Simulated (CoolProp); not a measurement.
A single-stage vapour-compression cycle with hydrogen chloride: evaporating at 193.15 K (dew point), condensing at 261.15 K (bubble point), superheat 5 K, subcooling 8 K, compressor efficiency 0.8, no pressure losses. Each further row changes one setting.

Model: reference Helmholtz-energy equation of state, Thol 2018, in CoolProp.

```
case                              cooling COP  pressure ratio  discharge temperature (K)  refrigerating effect (kJ/kg)  volumetric capacity (kJ/m³)
--------------------------------  -----------  --------------  -------------------------  ----------------------------  ---------------------------
as stated                          (withheld)            14.0                      471.5                           339                         1030
evaporating temperature 198.15 K         1.81            10.8                 (withheld)                           342                         1330
condensing temperature 256.15 K          1.76            12.1                      450.4                           348                         1060
subcooling 13 K                          1.62            14.0                      471.5                           348                         1060
superheat 15 K                           1.53            14.0                 (withheld)                           347                         1000
compressor efficiency 0.7                1.38            14.0                 (withheld)                           339                         1030
```

**Question.** Complete the blanks.

**Answer.** 
- as stated, cooling COP: 1.58
- evaporating temperature 198.15 K, discharge temperature (K): 444.4
- superheat 15 K, discharge temperature (K): 496.5
- compressor efficiency 0.7, discharge temperature (K): 508.2
